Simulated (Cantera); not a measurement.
Mixture: CH4 : H2 : O2 : N2 = 1 : 0.74 : 1.82 : 6.85 (molar parts), at 100000 Pa, adiabatic and at constant pressure. Ignition delay is the time to a rise of 400 K.

Computed with Cantera and GRI-Mech 3.0 (53 species, 325 reactions). Below about 1000 K GRI-Mech 3.0 lacks low-temperature oxidation paths.

Q: What does this change do: pressure from 100000 Pa to 2600000 Pa?

A: 
```
quantity                                                before       after
--------------------------------------------------  ----------  ----------
delay at 998 K                                         12.8 ms     7.38 ms
delay at 1148 K                                        2.62 ms    0.399 ms
delay at 1298 K                                       0.739 ms     56.3 µs
delay at 1448 K                                       0.257 ms     18.0 µs
apparent activation energy between 1373 and 1523 K  110 kJ/mol  110 kJ/mol
```
The pressure lies above the range GRI-Mech 3.0 was tuned for (to about 10 atm).

Q: What does this change do: pressure from 100000 Pa to 1500000 Pa?

A: 
```csv
quantity,before,after
delay at 998 K,12.8 ms,9.75 ms
delay at 1148 K,2.62 ms,0.476 ms
delay at 1298 K,0.739 ms,81.4 µs
delay at 1448 K,0.257 ms,28.9 µs
apparent activation energy between 1373 and 1523 K,110 kJ/mol,110 kJ/mol
```
The pressure lies above the range GRI-Mech 3.0 was tuned for (to about 10 atm).
